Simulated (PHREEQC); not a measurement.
0.22 g of hydrous ferric oxide (600 m²/g; 0.2 weak and 0.005 strong sites per Fe, Dzombak-Morel constants, diffuse double layer) in 1 kg of water with 0.1 mol/kgw of an inert sodium salt and 0.8 mmol/kgw SrCl2 and 0.0028 mmol/kgw Ag2SO4, at 25 °C; the pH is set by adding NaOH or the inert anion's acid. Oxygen alone is held at its pressure in air (log pO2 = -0.68). No CO2 enters from the air. No solid was allowed to form.

Base run: PHREEQC, ion-association model, wateq4f.dat. Each further column changes one thing. The table gives S sorbed (%).

```
pH   base  no electrostatic term (-no_edl)  background salt from 0.1 to 0.01 mol/kgw  oxide from 0.22 to 1.1 g/kgw  0.0023 mol/kgw ZnCl2 added
---  ----  -------------------------------  ----------------------------------------  ----------------------------  --------------------------
3    98.4                              0.0                                (withheld)                          99.7                        98.0
4    97.8                              0.0                                      99.9                          99.6                        97.3
4.5  96.2                              0.0                                      99.8                    (withheld)                        95.6
5.5  79.1                              0.0                                      97.3                          95.1                  (withheld)
6.5  19.5                              0.1                                (withheld)                          54.8                        46.2
7.5   0.9                              0.1                                       2.5                           4.5                  (withheld)
8     0.2                              0.1                                       0.3                           0.8                        10.4
9     0.0                              0.0                                       0.0                           0.0                  (withheld)
```

**Question.** Complete the blanks.

**Answer.** 
- 3, background salt from 0.1 to 0.01 mol/kgw: 100.0
- 4.5, oxide from 0.22 to 1.1 g/kgw: 99.2
- 5.5, 0.0023 mol/kgw ZnCl2 added: 78.2
- 6.5, background salt from 0.1 to 0.01 mol/kgw: 52.9
- 7.5, 0.0023 mol/kgw ZnCl2 added: 24.0
- 9, 0.0023 mol/kgw ZnCl2 added: 0.7

In at least one series the solution becomes supersaturated in solids that the run did not let form, among them Cerargyrite. The oxide is taken as insoluble; below pH 4 it would dissolve.
